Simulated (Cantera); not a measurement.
Mixture: 15.8 % CO, 0.694 % H2, 1.58 % CH4, 17.2 % O2, 64.8 % N2, at 39000 Pa, adiabatic and at constant pressure. Ignition delay is the time to a rise of 400 K.

Model: GRI-Mech 3.0 (53 species, 325 reactions), integrated in Cantera. Where the delays flatten at high temperature, the 400 K rule measures the pace of heat release, not the induction time.

Problem. Predict: delay at 1075 K; delay at 1275 K; delay at 1475 K; delay at 1675 K.

Solution. 
```
Quantity            Value
---------------  --------
delay at 1075 K   2.69 ms
delay at 1275 K  0.753 ms
delay at 1475 K  0.417 ms
delay at 1675 K  0.350 ms
```
